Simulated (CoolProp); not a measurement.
Vapour-liquid equilibrium of R22 (1) + C3F8 (R218) (2) at 1.66 MPa; x and y are mole fractions of (1).

The numbers come from the multi-fluid Helmholtz-energy mixture model, Kamei 1995 and Lemmon 2006; pair parameters Bell 2016 in CoolProp.

Task: Give the bubble temperature and the first vapour's composition at x = 0.05, 0.35, 0.95. Is there an azeotrope?

Result: x = 0.05: 321.7 K, y = 0.079; x = 0.35: 311.8 K, y = 0.429; x = 0.95: 314.1 K, y = 0.916. y crosses x between x = 0.5 and 0.65: the model has an azeotrope there.

Pair parameters are fitted to limited data, so mixtures are less certain than the pure fluids.
